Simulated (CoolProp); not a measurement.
Vapour-liquid equilibrium of toluene (1) + n-dodecane (2) at 0.575 MPa; x and y are mole fractions of (1).

Computed with CoolProp (multi-fluid Helmholtz-energy mixture model, Lemmon 2006 and Lemmon 2004; pair parameters Bell 2016).

```tsv
x	bubble temperature (K)	y at the bubble point	dew temperature at overall composition x (K)	liquid density (mol/L)
0.05	570.2	0.138	575.4	3.051
0.125	557.5	0.333	571.0	3.281
0.2	544.5	0.501	566.4	3.526
0.275	531.8	0.636	561.5	3.785
0.35	520.0	?	?	4.057
0.425	509.3	0.812	550.7	4.343
0.5	499.7	0.866	544.6	?
0.575	491.3	?	537.9	4.971
0.65	483.9	0.934	?	5.322
0.725	477.4	0.955	521.6	5.706
0.8	471.5	0.972	?	6.131
0.875	466.3	0.985	497.9	6.606
0.95	461.6	0.995	479.1	7.143
```

Task: What belongs in the gaps?

Result: 
- 0.35, y at the bubble point: 0.738
- 0.35, dew temperature at overall composition x (K): 556.3
- 0.5, liquid density (mol/L): 4.647
- 0.575, y at the bubble point: 0.905
- 0.65, dew temperature at overall composition x (K): 530.3
- 0.8, dew temperature at overall composition x (K): 511.1

No azeotrope shows between x = 0.05 and 0.95.

The pair parameters rest on a limited set of measurements; away from them the model extrapolates.
